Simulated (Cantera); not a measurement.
Cantera run:

```python
import numpy as np
import cantera as ct

gas_names = """
    B BN BO BO2 B2 B2O B2O2 B2O3 N NO NO2 NO3 N2 N2O O O2 O3
""".split()
cond_names = """
    B(b) B(L) BN(s) B2O3(L)
""".split()


# ... load() reads the species with a 1 bar reference pressure and builds the phases ...
atoms = {
    'BN': {'B': 1, 'N': 1},
    'O2': {'O': 2},
    'N2': {'N': 2},
}
top_T = {'BN(s)': 3200}  # K; cautious upper limits of use, not melting points


# ... equilibrate(T, P, feed) seeds the gas with the atoms and calls Mixture.equilibrate('TP', solver="vcs", rtol=1e-11, max_steps=5000) ...
results = []
feed = {'BN': 1, 'O2': 3.3, 'N2': 24}  # mol
P = 2.2  # Pa
for T in [1700, 1750, 1800, 1850, 1900, 1950, 2000, 2050]:
    mix = equilibrate(T, P, feed)
    results.append((T, P, feed, dict(zip(mix.species_names, mix.species_moles))))

top = {s: max(r[3][s] / sum(r[3][g] for g in gas_names) for r in results) for s in gas_names}
cols = sorted((s for s in top if top[s] > 1e-06), key=lambda s: -top[s])[:8]
seen = [c for c in cond_names if any(r[3].get(c, 0) > 1e-12 for r in results)]
print("log10 of partial pressures in bar; condensed amounts in mol")
print(f"{'T/K':>10s}" + "".join(f"{s[:9]:>10s}" for s in cols + seen))
for T, P, feed, n in results:
    ng = sum(n[g] for g in gas_names)
    print(f"{T:10.4g}" + "".join(f"{np.log10(max(n[s] / ng * P / 1e5, 1e-99)):10.3f}" for s in cols)
          + "".join(f"{n.get(c, 0):10.4g}" for c in seen))
```

Output:

```
log10 of partial pressures in bar; condensed amounts in mol
       T/K        N2        O2         O       BO2      B2O3        BO        NO      B2O2
      1700    -4.711    -5.714    -7.207    -6.756    -6.509    -8.882    -7.359   -12.038
      1750    -4.711    -5.723    -6.987    -6.656    -6.544    -8.536    -7.283   -11.735
      1800    -4.712    -5.735    -6.782    -6.569    -6.588    -8.214    -7.214   -11.457
      1850    -4.714    -5.751    -6.590    -6.493    -6.641    -7.914    -7.151   -11.205
      1900    -4.715    -5.773    -6.412    -6.430    -6.707    -7.636    -7.095   -10.977
      1950    -4.718    -5.802    -6.247    -6.382    -6.787    -7.379    -7.047   -10.774
      2000    -4.721    -5.842    -6.095    -6.350    -6.886    -7.144    -7.007   -10.599
      2050    -4.725    -5.893    -5.959    -6.339    -7.009    -6.932    -6.976   -10.455
```

Method: chemical equilibrium by Gibbs-energy minimisation in Cantera with the NASA 1993 tables (ideal gas, pure condensed phases).
